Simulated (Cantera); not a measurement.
An isothermal, constant-pressure homogeneous reactor starts with CO : O₂ : H₂O : N₂ = 0.0012 : 0.071 : 0.00013 : 1 (molar parts), equivalence ratio 0.0085, at 998 K and 0.780 bar.

Computed with Cantera and GRI-Mech 3.0 (53 species, 325 reactions).

x: mole fraction; the columns are a selection and need not sum to one.

```tsv
t (s)	x CO	x O₂	x H₂O	x CO₂	x N₂O
1.00e-5	0.00112	0.0662	0.000121	<1e-12	<1e-12
4.29e-5	0.00112	0.0662	0.000121	2.55e-12	<1e-12
0.000184	0.00112	0.0662	0.000121	1.09e-11	<1e-12
0.000788	0.00112	0.0662	0.000121	4.71e-11	<1e-12
0.00338	0.00112	0.0662	0.000121	2.08e-10	<1e-12
0.0145	0.00112	0.0662	0.000121	1.02e-9	<1e-12
0.0621	0.00112	0.0662	0.000121	6.70e-9	7.40e-12
0.266	0.00112	0.0662	0.000121	8.90e-8	1.16e-10
1.14	0.00110	0.0662	0.000121	1.99e-5	1.10e-8
4.90	0.000878	0.0661	0.000121	0.000242	1.18e-7
21.0	0.000329	0.0658	0.000121	0.000790	4.08e-7
90.0	…	0.0657	0.000121	…	…
```

### Question
What belongs in the gaps?

### Answer

- 90.0, x CO: 1.21e-5
- 90.0, x CO₂: 0.00111
- 90.0, x N₂O: 6.12e-7
